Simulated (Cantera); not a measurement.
A perfectly stirred reactor is fed with H₂ : O₂ = 0.012 : 0.12 (molar parts), at 0.00711 atm; it is held at 1025 K, and followed from long to short residence time.

Model: GRI-Mech 3.0 (53 species, 325 reactions), integrated in Cantera. Radical loss at walls, strong at low pressure, is not modelled. The temperature is held fixed by assumption; the heat of reaction is taken as removed at once.

Q: Predict: x(H₂) at τ = 0.640 s; x(O₂) at τ = 0.640 s; x(H₂O) at τ = 0.640 s; x(O) at τ = 0.640 s; x(H₂O₂) at τ = 0.640 s; x(H₂) at τ = 36.0 ms; x(O₂) at τ = 36.0 ms; x(H₂O) at τ = 36.0 ms; x(O) at τ = 36.0 ms; x(H₂O₂) at τ = 36.0 ms.

A: x(H₂) at τ = 0.640 s: 0.000984
x(O₂) at τ = 0.640 s: 0.899
x(H₂O) at τ = 0.640 s: 0.0927
x(O) at τ = 0.640 s: 0.00459
x(H₂O₂) at τ = 0.640 s: 1.10e-7
x(H₂) at τ = 36.0 ms: 0.00525
x(O₂) at τ = 36.0 ms: 0.880
x(H₂O) at τ = 36.0 ms: 0.0801
x(O) at τ = 36.0 ms: 0.0186
x(H₂O₂) at τ = 36.0 ms: 1.28e-7
